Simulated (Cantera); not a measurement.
An adiabatic, constant-pressure homogeneous reactor starts with 19.0 % CO, 1.90 % H2, 16.6 % O2, 62.4 % N2, equivalence ratio 0.63, at 1298 K and 16.0 bar.

Detailed kinetics in Cantera: GRI-Mech 3.0 (53 species, 325 reactions). The hydrogen kinetics of GRI-Mech 3.0 are dated; newer H2 mechanisms differ, most at raised pressure. The pressure lies above the range GRI-Mech 3.0 was tuned for (to about 10 atm).

Problem. Predict: time of steepest temperature rise; temperature at 0.200 s; equilibrium temperature; x(CO) at 0.200 s; x(H2) at 0.200 s; x(O2) at 0.200 s; x(CO2) at 0.200 s; x(N2O) at 0.200 s.

Solution. 
```
Item                                                                  Result
---------------------------------  -----------------------------------------
time of steepest temperature rise                                    21.8 µs
temperature at 0.200 s                                                2685 K
equilibrium temperature                                               2685 K
x(CO) at 0.200 s                       0.0173 (gas-phase equilibrium 0.0173)
x(H2) at 0.200 s                   0.000250 (gas-phase equilibrium 0.000250)
x(O2) at 0.200 s                       0.0664 (gas-phase equilibrium 0.0664)
x(CO2) at 0.200 s                        0.193 (gas-phase equilibrium 0.193)
x(N2O) at 0.200 s                    3.39e-6 (gas-phase equilibrium 3.39e-6)
```
